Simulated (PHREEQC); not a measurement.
A column of 0.2 m (30 cells, dispersivity 0.01 m, 720 s a shift, diffusion coefficient 3e-10 m²/s) holds 0.018 eq of the database's cation exchanger X per kg of pore water, first in equilibrium with 57 mmol/kgw NH4Cl, 2.2 mmol/kgw Na2SO4 and 0.01 mmol/kgw HCl. It is flushed with 0.0015 mol/kgw MgSO4, 0.018 mol/kgw MgCl2 and 1e-05 mol/kgw HCl, at 15 °C. Values are for the last cell. CO2 from the air is kept out. Precipitation was switched off in this run.

The series has 31 steps of pore volumes, from 0 to 3.017.

The numbers come from PHREEQC with the ion-association model, phreeqc.dat.

**Question.** After how many pore volumes does Mg at the outlet first reach half of its feed value?

**Answer.** By 1.4 pore volumes.

Species that the database lacks are ignored.
